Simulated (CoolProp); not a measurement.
Vapour-liquid equilibrium of propylene (1) + acetone (2) at 0.382 MPa; x and y are mole fractions of (1).

The numbers come from the multi-fluid Helmholtz-energy mixture model, Lemmon 2013 and Lemmon 2006; pair parameters Bell 2016 in CoolProp.

Question: Give the bubble temperature and the first vapour's composition at x = 0.45, 0.55, 0.85. Is there an azeotrope?

Answer: x = 0.45: 270.0 K, y = 0.983; x = 0.55: 267.9 K, y = 0.985; x = 0.85: 263.5 K, y = 0.992. No azeotrope shows between x = 0.05 and 0.95.

The pair parameters rest on a limited set of measurements; away from them the model extrapolates. With so large a gap from Raoult's law the liquid may split in two, which this calculation doesn't test in full.
